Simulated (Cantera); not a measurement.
Low-pressure radical oxidation in H2/O2

An isothermal, constant-pressure homogeneous reactor starts with 1.48 % H2, 98.5 % O2, equivalence ratio 0.0075, at 1250 K and 10.00 Torr.

Detailed kinetics in Cantera: the H2/O2 subset of GRI-Mech 3.0, which has no nitrogen chemistry. Radical loss at walls, strong at low pressure, is not modelled.

| t (s) | x H2 | x O2 | x H2O2 | x H | x OH |
|---|---|---|---|---|---|
| 0.000400 | 0.0148 | 0.985 | 4.76e-12 | 4.52e-9 | 1.76e-8 |
| 0.000804 | 0.0148 | 0.985 | 1.89e-11 | 1.72e-8 | 7.86e-8 |
| 0.00162 | 0.0148 | 0.985 | 7.49e-11 | 2.15e-7 | 1.03e-6 |
| 0.00325 | 0.0144 | 0.985 | 8.73e-10 | 3.22e-5 | 0.000151 |
| 0.00652 | 0.000463 | 0.972 | 4.96e-8 | 0.00111 | 0.00193 |
| 0.0131 | 8.60e-5 | 0.972 | 2.47e-8 | 0.000770 | 0.00130 |
| 0.0263 | 7.90e-5 | 0.973 | 2.45e-8 | 0.000678 | 0.00125 |
| 0.0529 | 6.78e-5 | 0.975 | 2.40e-8 | 0.000534 | 0.00116 |
| 0.106 | 5.10e-5 | 0.978 | 2.31e-8 | 0.000344 | 0.00101 |
| 0.214 | 3.15e-5 | 0.980 | 2.09e-8 | 0.000165 | 0.000793 |
| 0.429 | 1.52e-5 | 0.983 | 1.71e-8 | 5.44e-5 | 0.000551 |
| 0.863 | 5.79e-6 | 0.984 | 1.20e-8 | 1.28e-5 | 0.000341 |
| 1.73 | 1.90e-6 | 0.985 | 6.93e-9 | 2.39e-6 | 0.000196 |
| 3.48 | 5.88e-7 | 0.985 | 3.40e-9 | 4.14e-7 | 0.000109 |
| 7.00 | 1.87e-7 | 0.985 | 1.49e-9 | 7.43e-8 | 6.17e-5 |
x: mole fraction; the columns are a selection and need not sum to one.

Equilibrium at this temperature and pressure: H2 4.51e-9, O2 0.985, H2O2 6.28e-11, H 2.83e-10, OH 9.63e-6 (gas phase only).
